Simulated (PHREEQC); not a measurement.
## Buffer (model solution)

A solution holds 5 mmol/kgw KH2PO4 and 0.56 mmol/kgw Na2HPO4, at 80 °C. Closed to the air; pH follows from the charge balance.

Model: ion-association model, wateq4f.dat, run in PHREEQC.

Precipitation was switched off in this run.

Q: What pH does the model give?

A: pH 6.02.

Q: In which forms is P present?

A: H2PO4- 90 %, HPO4-2 10 % of the P.

H3PO4, which wateq4f.dat lacks, is added to it with the constant of phreeqc.dat. Away from 25 °C the constants follow the database's enthalpies or fits; those with neither stay at their 25 °C values.
